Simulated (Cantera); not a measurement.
# NO annealing gas

An isothermal, constant-pressure homogeneous reactor starts with NO : N2 : H2O = 1 : 0.21 : 0.076 (molar parts), at 1775 K and 0.270 bar.

Computed with Cantera and GRI-Mech 3.0 (53 species, 325 reactions).

```csv
t (s),x NO,x N2,x NO2,x O,x O2,x N2O
3.00e-6,0.778,0.163,1.25e-9,8.45e-8,1.22e-11,9.03e-8
8.68e-6,0.778,0.163,9.75e-9,2.17e-7,9.55e-11,2.61e-7
2.51e-5,0.778,0.163,6.81e-8,4.57e-7,6.86e-10,7.55e-7
7.27e-5,0.778,0.163,3.86e-7,6.60e-7,4.42e-9,2.18e-6
0.000211,0.778,0.163,1.90e-6,7.41e-7,2.85e-8,6.23e-6
0.000609,0.778,0.163,1.03e-5,1.13e-6,2.62e-7,1.75e-5
0.00176,0.777,0.163,5.37e-5,3.96e-6,6.01e-6,4.61e-5
0.00510,0.777,0.163,8.05e-5,7.82e-6,9.52e-5,0.000101
0.0148,0.777,0.164,8.13e-5,8.78e-6,0.000387,0.000150
0.0428,0.775,0.165,0.000109,1.12e-5,0.00125,0.000161
0.124,0.770,0.167,0.000161,1.55e-5,0.00378,0.000162
0.358,0.755,0.174,0.000249,2.30e-5,0.0111,0.000158
1.04,0.714,0.195,0.000382,3.57e-5,0.0311,0.000142
3.00,0.614,0.245,0.000524,5.50e-5,0.0811,0.000104
```
x: mole fraction; the columns are a selection and need not sum to one.

Equilibrium at this temperature and pressure: NO 0.00434, N2 0.550, NO2 8.07e-6, O 0.000115, O2 0.386, N2O 1.09e-7 (gas phase only).
